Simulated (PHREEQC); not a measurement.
0.057 g of hydrous ferric oxide (600 m²/g; 0.2 weak and 0.005 strong sites per Fe, Dzombak-Morel constants, diffuse double layer) in 1 kg of water with 0.001 mol/kgw of an inert sodium salt and 1.5e-07 mol/kgw NaF and 8.8e-05 mol/kgw MnCl2, at 25 °C; the pH is set by adding NaOH or the inert anion's acid. The system is closed to oxygen. No CO2 enters from the air. Precipitation was switched off in this run.

The numbers come from PHREEQC with the ion-association model, wateq4f.dat.

| pH | F sorbed (%) | Mn sorbed (%) | surface charge σ (C/m²) |
|---|---|---|---|
| 3 | 92.5 | 0.0 | 0.258 |
| 3.38 | 94.2 | 0.0 | 0.199 |
| 3.75 | 93.6 | 0.0 | 0.152 |
| 4.12 | (withheld) | 0.0 | 0.114 |
| 4.5 | 86.4 | 0.0 | 0.084 |
| 4.88 | 77.9 | 0.0 | 0.061 |
| 5.25 | 64.7 | 0.0 | 0.044 |
| 5.62 | 47.7 | 0.2 | 0.031 |
| 6.38 | 16.7 | (withheld) | 0.014 |
| 6.75 | (withheld) | 3.7 | 0.010 |
| 7.12 | (withheld) | 6.4 | 0.006 |
| 7.5 | 2.2 | (withheld) | 0.004 |
| 7.88 | 1.2 | 28.5 | 0.003 |
| 8.25 | 0.7 | 43.5 | 0.003 |
| 8.62 | 0.4 | 56.0 | 0.002 |
| 9 | 0.2 | 64.8 | 0.002 |

Question: Complete the blanks.

Answer: 
- 4.12, F sorbed (%): 91.3
- 6.38, Mn sorbed (%): 2.1
- 6.75, F sorbed (%): 8.6
- 7.12, F sorbed (%): 4.2
- 7.5, Mn sorbed (%): 14.4

Complexes and solids missing from the database can't appear. The oxide is taken as insoluble; below pH 4 it would dissolve.
